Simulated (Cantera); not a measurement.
A closed system holds: 1 mol SiC, 0.0083 mol Si, 0.36 mol H₂, held at 1677 °C and 0.920 bar.

Cantera equilibrium calculation (NASA polynomials, part measured and part estimated; ideal gas, pure solids and liquids). Candidate condensed phases: C, C₆H₆, C₇H₈, C₈H₁₈, Si, SiC; 87 gas species. Mutual solubility and eutectic melting of coexisting phases are not modelled. Gases not in the tables: Si₂H₆ and higher silanes. Kinetics and transport are ignored.

Base state: H₂ 0.999, H 0.00119, SiH₂ 7.92e-5, Si 2.59e-5, CH₄ 2.02e-5, SiH 1.90e-5 (mole fractions); condensed: Si(l) + SiC(s).

Q: What changes in the equilibrium state with this change: SiC replaced by Si₃N₄?

A: 
| species | before | after |
|---|---|---|
| H₂ | 0.999 | 0.908 |
| N₂ | 0 | 0.0911 |
| H | 0.00119 | 0.00114 |
| SiH₂ | 7.92e-5 | 7.20e-5 |
| CH₄ | 2.02e-5 | 0 |
| SiH | 1.90e-5 | 1.81e-5 |
| Si(l), mol | 0.00826 | 0.0624 |
| SiC(s), mol | 1.000 | 0 |
| Si₃N₄(s), mol | 0 | 0.982 |
Further candidate phases: Si₃N₄.
